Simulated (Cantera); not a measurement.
Feed: 1 mol MgO, 0.012 mol C, 0.34 mol H₂, equilibrated at 2252 °C and 15000 Pa.

Equilibrium computed with Cantera from the NASA thermochemical tables; the gas is ideal and each condensed phase is pure. Candidate condensed phases: C, C₆H₆, C₇H₈, C₈H₁₈, H₂O, Mg, MgCO₃, MgO, Mg(OH)₂; 116 gas species. The tables' values for MgH are old estimates; treat these amounts as uncertain. Equilibrium is a limit: real reactors are often held back by kinetics, nucleation or transport.

Base state: H₂ 0.608, Mg 0.165, H₂O 0.135, H 0.0564, CO 0.0264, MgOH 0.00338, OH 0.00267, MgH 0.00100 (mole fractions); condensed: MgO(s).

**Question.** What changes in the equilibrium state with this change: temperature from 2252 °C to 1875 °C?

**Answer.** 
| species | before | after |
|---|---|---|
| H₂ | 0.608 | 0.897 |
| Mg | 0.165 | 0.0462 |
| CO | 0.0264 | 0.0322 |
| H₂O | 0.135 | 0.0141 |
| H | 0.0564 | 0.0102 |
| O₂ | 1.48e-5 | 1.10e-9 |
| O | 0.000162 | 1.65e-7 |
| MgO | 0.000473 | 2.07e-6 |
| OH | 0.00267 | 2.06e-5 |
| MgO(s), mol | 0.925 | 0.983 |

**Question.** What changes in the equilibrium state with this change: MgO replaced by TiC?

**Answer.** 
```json
[
 {"species": "H₂", "before": "0.608", "after": "0.919"},
 {"species": "H", "before": "0.0564", "after": "0.0694"},
 {"species": "C₂H₂ (acetylene)", "before": "<1e-9", "after": "0.0110"},
 {"species": "Mg", "before": "0.165", "after": "0"},
 {"species": "H₂O", "before": "0.135", "after": "0"},
 {"species": "CO", "before": "0.0264", "after": "0"},
 {"species": "Ti", "before": "0", "after": "1.54e-5"},
 {"species": "MgOH", "before": "0.00338", "after": "0"},
 {"species": "OH", "before": "0.00267", "after": "0"},
 {"species": "MgH", "before": "0.00100", "after": "0"},
 {"species": "CO₂", "before": "0.000935", "after": "0"},
 {"species": "MgO", "before": "0.000473", "after": "0"},
 {"species": "MgO(s), mol", "before": "0.925", "after": "0"},
 {"species": "C(graphite), mol", "before": "0", "after": "0.00408"},
 {"species": "TiC(s), mol", "before": "0", "after": "1.000"}
]
```
TiC: taken at fixed stoichiometry. Further candidate phases: Ti, TiC.
